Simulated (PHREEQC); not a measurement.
Consider water at 25 °C with 0.0056 mol/kgw HCl and 0.013 mol/kgw NaCl. Closed to the air; pH follows from the charge balance.

The numbers come from PHREEQC with the ion-association model, wateq4f.dat.

```json
{
  "pH": "2.30",
  "ionic_strength": "0.0186 mol/kgw",
  "total_alkalinity": "-5.60 meq/kg"
}
```

```json
[
 {"species": "Cl-", "molality": "0.0186", "activity": "0.0162", "log γ": "-0.060"},
 {"species": "Na+", "molality": "0.0130", "activity": "0.0114", "log γ": "-0.058"},
 {"species": "H+", "molality": "0.00560", "activity": "0.00500", "log γ": "-0.050"}
]
```

No solid was allowed to form.
